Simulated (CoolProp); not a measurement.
Saturation properties of dodecamethylcyclohexasiloxane (D6).

Values from CoolProp's reference Helmholtz-energy equation of state, Colonna 2008. It is a short technical equation, of lower accuracy than the large ones.

| T (°C) | p (MPa) | liquid density (kg/m³) | enthalpy of vaporisation (kJ/kg) | liquid cp (kJ/(kg K)) | vapour Z | surface tension (mN/m) |
|---|---|---|---|---|---|---|
| 154.65 | 0.007746 | 822.1 | 123.5 | 1.834 | 0.9875 | 9.04 |
| 162.35 | 0.01020 | 812.9 | 121.5 | 1.850 | 0.9844 | 8.54 |
| 170.15 | 0.01330 | 803.5 | 119.5 | 1.866 | 0.9807 | 8.04 |
| 177.95 | 0.01714 | 794.0 | 117.5 | 1.883 | 0.9763 | 7.55 |
| 185.65 | 0.02177 | 784.4 | 115.6 | 1.899 | 0.9713 | 7.08 |
| 193.45 | 0.02744 | 774.6 | 113.5 | 1.915 | 0.9655 | 6.61 |
| 201.15 | 0.03414 | 764.8 | 111.5 | 1.931 | 0.9590 | 6.17 |
| 208.95 | 0.04222 | 754.7 | 109.4 | 1.948 | 0.9515 | 5.73 |
| 216.65 | 0.05162 | 744.5 | 107.3 | 1.965 | 0.9432 | 5.30 |
| 224.45 | 0.06276 | 733.9 | 105.1 | 1.982 | 0.9338 | 4.89 |
| 232.15 | 0.07555 | 723.3 | 102.9 | 1.999 | 0.9234 | 4.49 |
| 239.95 | 0.09053 | 712.2 | 100.6 | 2.016 | 0.9117 | 4.10 |

It boils at 245.0 °C under 1 atm.

Surface tension comes from a separate correlation (Mulero 2014).
